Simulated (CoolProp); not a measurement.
Properties of sulfur dioxide along the isotherm 251.85 °C.

Values from CoolProp's reference Helmholtz-energy equation of state, Gao 2016.

| p (bar) | phase | density (kg/m³) | cp (kJ/(kg K)) |
|---|---|---|---|
| 3.58 | gas | 5.295 | 0.7453 |
| 7.17 | gas | 10.69 | 0.7537 |
| 10.8 | gas | 16.23 | … |
| 14.3 | gas | 21.66 | 0.7712 |
| 17.9 | gas | … | 0.7806 |
| 21.5 | gas | … | 0.7903 |
| 25.1 | gas | 38.99 | … |
| 28.7 | gas | … | 0.8110 |
| 32.3 | gas | 51.06 | 0.8219 |
| 35.8 | gas | … | 0.8330 |
| 39.4 | gas | 63.39 | 0.8449 |

**Question.** Some entries are withheld; supply them.

**Answer.** 
- 10.8, cp (kJ/(kg K)): 0.7624
- 17.9, density (kg/m³): 27.34
- 21.5, density (kg/m³): 33.12
- 25.1, cp (kJ/(kg K)): 0.8005
- 28.7, density (kg/m³): 44.97
- 35.8, density (kg/m³): 57.08
